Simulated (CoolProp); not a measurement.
Vapour pressure (kPa) of nitrogen: the reference equation beside estimates from Tc = 126.2 K, pc = 3396 kPa, ω = 0.037. Clausius-Clapeyron is anchored at 76.5 K with a constant enthalpy of vaporisation of 5.610 kJ/mol.

Model: reference Helmholtz-energy equation of state, Span 2000, in CoolProp.

```tsv
T (K)	reference	Lee-Kesler	Clausius-Clapeyron	van der Waals	Peng-Robinson
71.2	45.81	45.41	47.45	204.9	46.82
73.8	65.19	64.72	66.26	254.0	66.32
76.5	91.50	90.98	91.50	313.0	92.70
79.1	123.9	123.4	122.3	378.0	?
81.8	166.0	165.5	162.0	454.5	167.2
84.5	218.0	217.8	210.9	540.7	219.3
87.1	278.8	278.7	267.7	633.3	280.0
89.8	354.3	?	?	739.9	355.6
92.4	?	440.6	417.4	853.0	441.6
95.1	544.7	545.1	513.6	981.7	546.2
97.7	661.1	661.6	620.3	1117	663.0
100.4	800.1	800.3	747.0	1269	802.5
103	952.6	952.4	885.1	1428	955.9
105.7	1132	1131	1046	1605	1136
```

Task: What belongs in the gaps?

Result: 
- 79.1, Peng-Robinson: 125.1
- 89.8, Lee-Kesler: 354.5
- 89.8, Clausius-Clapeyron: 337.9
- 92.4, reference: 440.3

Absolute difference from the reference over all 14 rows, mean and median: Lee-Kesler 0.2 and 0.1 %, Clausius-Clapeyron 4.2 and 4.3 %, van der Waals 145.4 and 118.0 %, Peng-Robinson 0.7 and 0.4 %.
